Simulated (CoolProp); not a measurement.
Vapour-liquid equilibrium of CH2F2 (R32) (1) + R142b (2) at 281.8 K; x and y are mole fractions of (1).

The numbers come from the multi-fluid Helmholtz-energy mixture model, Tillner-Roth 1997 and Lemmon 2006; pair parameters Bell 2016 in CoolProp.

| x | bubble pressure, mixture model (MPa) | bubble pressure, Raoult's law (MPa) | y, mixture model | y, Raoult's law |
|---|---|---|---|---|
| 0.05 | 0.2470 | 0.2410 | 0.226 | 0.221 |
| 0.125 | 0.3228 | 0.3059 | 0.440 | 0.434 |
| 0.2 | 0.3988 | 0.3708 | 0.574 | 0.573 |
| 0.275 | 0.4733 | 0.4357 | 0.665 | 0.671 |
| 0.35 | 0.5449 | 0.5006 | 0.731 | 0.743 |
| 0.425 | 0.6129 | 0.5655 | 0.780 | 0.799 |
| 0.5 | 0.6771 | 0.6304 | 0.819 | 0.843 |
| 0.575 | 0.7380 | 0.6954 | 0.852 | 0.879 |
| 0.65 | 0.7962 | 0.7603 | 0.880 | 0.909 |
| 0.725 | 0.8526 | 0.8252 | 0.906 | 0.934 |
| 0.8 | 0.9084 | 0.8901 | 0.930 | 0.956 |
| 0.875 | 0.9648 | 0.9550 | 0.955 | 0.974 |
| 0.95 | 1.023 | 1.020 | 0.981 | 0.990 |

The largest gap from Raoult's law is +8.8 % in bubble pressure, at x = 0.35. No azeotrope shows between x = 0.05 and 0.95.

Pair parameters are fitted to limited data, so mixtures are less certain than the pure fluids.
